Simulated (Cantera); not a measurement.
Input: 1 mol MgSO4, 6.9 mol CO2, equilibrated at 1523.15 K and 1.10 bar.

These are equilibrium values from Cantera (NASA tables, ideal gas, pure condensed phases), not measurements of a reactor. Candidate condensed phases: C, Mg, MgCO3, MgO, MgS, MgSO4, S; 26 gas species. The numbers say what is thermodynamically allowed, not how fast it happens.

Base state: CO2 0.822, SO2 0.118, O2 0.0591, SO3 0.00100, CO 2.22e-5 (mole fractions); condensed: MgO(s).

**Question.** What changes in the equilibrium state with this change: temperature from 1523.15 K to 1898 K?

**Answer.** 
```tsv
species	before	after
CO2	0.822	0.819
SO2	0.118	0.119
O2	0.0591	0.0602
CO	2.22e-5	0.00171
SO	2.35e-7	2.59e-5
O	1.28e-6	6.86e-5
SO3	0.00100	0.000232
MgO(s), mol	1.00	1.00
```

**Question.** What changes in the equilibrium state with this change: temperature from 1523.15 K to 1800 K?

**Answer.** 
| species | before | after |
|---|---|---|
| CO2 | 0.822 | 0.821 |
| SO2 | 0.118 | 0.119 |
| O2 | 0.0591 | 0.0597 |
| SO3 | 0.00100 | 0.000320 |
| CO | 2.22e-5 | 0.000659 |
| O | 1.28e-6 | 2.83e-5 |
| MgO(s), mol | 1.00 | 1.00 |
